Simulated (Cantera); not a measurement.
What does this Cantera script print?

```python
import numpy as np
import cantera as ct

gas = ct.Solution("gri30.yaml")
gas.TPX = 450, 100000, {'CH3OH': 1, 'O2': 1.15, 'N2': 4.34}
flame = ct.FreeFlame(gas, width=0.04)
flame.set_refine_criteria(ratio=3, slope=0.08, curve=0.16)
flame.transport_model = "mixture-averaged"
flame.solve(loglevel=0, auto=True)
z, T = flame.grid, flame.T
thick = (T[-1] - T[0]) / np.gradient(T, z).max()
show = ['CH3OH', 'O2', 'C2H4', 'H', 'CH2O', 'NO2']
print(f"laminar burning velocity  {flame.velocity[0] * 100:.3f} cm/s")
print(f"burnt temperature         {T[-1]:.1f} K")
print(f"thermal thickness         {thick * 1e3:.4f} mm")
print(f"grid points               {len(z)}")
z0 = z[flame.heat_release_rate.argmax()]
print(f"{'z/mm':>9s}{'T/K':>9s}{'u/(m/s)':>9s}" + "".join(f"{s:>11s}" for s in show))
rows = []
for k in (-3, -2, -1.5, -1, -0.5, -0.25, 0, 0.25, 0.5, 1, 2, 4, 8):
    zz = z0 + k * thick
    rows.append([k * thick, np.interp(zz, z, T), np.interp(zz, z, flame.velocity),
                 *(np.interp(zz, z, flame.X[gas.species_index(s)]) for s in show)])
    print(f"{rows[-1][0] * 1e3:9.3f}{rows[-1][1]:9.1f}{rows[-1][2]:9.3f}" + "".join(f"{x:11.3e}" for x in rows[-1][3:]))
```

Result:

```
laminar burning velocity  96.985 cm/s
burnt temperature         2184.6 K
thermal thickness         0.2452 mm
grid points               132
     z/mm      T/K  u/(m/s)      CH3OH         O2       C2H4          H       CH2O        NO2
   -0.736    450.5    0.974  1.535e-01  1.765e-01  2.347e-10  6.510e-16  1.091e-06  1.167e-10
   -0.490    453.0    0.985  1.527e-01  1.754e-01  1.925e-09  7.462e-14  9.077e-06  8.871e-10
   -0.368    463.8    1.015  1.512e-01  1.734e-01  1.199e-08  4.690e-12  5.737e-05  4.996e-09
   -0.245    537.7    1.198  1.449e-01  1.656e-01  1.234e-07  2.698e-09  6.001e-04  4.178e-08
   -0.123    915.4    2.131  1.079e-01  1.312e-01  1.186e-06  2.880e-06  5.658e-03  2.225e-07
   -0.061   1298.0    3.138  5.962e-02  9.428e-02  2.842e-06  1.321e-04  1.200e-02  2.123e-07
    0.000   1680.9    4.216  9.753e-03  5.566e-02  5.013e-06  2.459e-03  7.820e-03  3.679e-08
    0.061   1820.3    4.601  1.813e-04  3.179e-02  1.666e-06  8.839e-03  4.371e-04  8.041e-10
    0.123   1863.3    4.694  8.266e-07  1.792e-02  1.244e-07  1.333e-02  7.148e-06  2.423e-10
    0.245   1913.3    4.787  1.684e-09  8.156e-03  3.205e-10  1.559e-02  5.874e-08  2.696e-10
    0.490   1969.4    4.894  1.238e-12  4.798e-03  2.266e-14  1.414e-02  1.017e-09  3.237e-10
    0.981   2030.2    5.023  3.824e-15  3.188e-03  3.284e-19  1.088e-02  9.009e-10  3.992e-10
    1.962   2089.2    5.150  3.214e-15  1.835e-03  5.688e-22  7.437e-03  8.773e-10  4.689e-10
```

Model: GRI-Mech 3.0 (53 species, 325 reactions), integrated in Cantera. GRI-Mech 3.0 was tuned for natural gas; its chemistry of methanol as a main component is partial and can be far from experiment. Burning velocities carry a grid error of a few per cent, more on coarse grids.
